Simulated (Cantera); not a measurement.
# Ignition delay

Mixture: H2 : O2 : N2 : NO = 1 : 1.16 : 4.37 : 0.021 (molar parts), at 233 Torr, adiabatic and at constant volume. Ignition delay is the time to a rise of 400 K.

Cantera simulation using GRI-Mech 3.0 (53 species, 325 reactions); the numbers are that mechanism's predictions, not measurements. The mechanism lacks 2 NO + O2 → 2 NO2 and HONO, so NO2 and the effect of NO are under-described below about 1400 K. Below about 950 K walls govern HO2 and H2O2 in real vessels. Where the delays flatten at high temperature, the 400 K rule measures the pace of heat release, not the induction time.

```tsv
T0 (K)	delay (ms)
875	1.58
925	0.944
975	0.611
1025	0.423
1075	0.310
1125	0.240
1175	0.194
1225	0.164
1275	0.145
```
